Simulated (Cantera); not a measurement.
An isothermal, constant-pressure homogeneous reactor starts with 26.3 % C₂H₆, 73.5 % H₂, 0.221 % N₂, at 1475 K and 750 Torr.

Computed with Cantera and GRI-Mech 3.0 (53 species, 325 reactions). GRI-Mech 3.0 stops at C3 and has no aromatics, soot or wall deposition, so with more carbon than oxygen in the feed, carbon stays in small species such as C2H2 where larger ones or solid carbon would form.

x: mole fraction; the columns are a selection and need not sum to one.

```tsv
t (s)	x C₂H₆	x H₂	x C₂H₂	x C₂H	x C₂H₄
2.00e-5	0.226	0.735	8.37e-5	2.44e-11	0.0215
8.12e-5	0.117	0.730	0.00217	6.86e-10	0.0865
0.000330	0.0146	0.726	0.0164	?	0.134
0.00134	0.00117	0.731	0.0392	?	0.115
0.00544	0.000495	0.737	0.0701	?	0.0787
0.0221	0.000235	0.744	0.104	?	0.0379
0.0896	0.000177	0.740	0.109	?	0.0285
0.364	0.000170	0.723	0.102	?	0.0264
1.48	0.000165	0.699	0.0925	2.40e-9	0.0234
6.00	0.000165	0.693	0.0901	2.27e-9	0.0227
```

Some entries are withheld; supply them.


- 0.000330, x C₂H: 3.59e-9
- 0.00134, x C₂H: 2.81e-9
- 0.00544, x C₂H: 3.46e-9
- 0.0221, x C₂H: 3.92e-9
- 0.0896, x C₂H: 3.60e-9
- 0.364, x C₂H: 3.03e-9
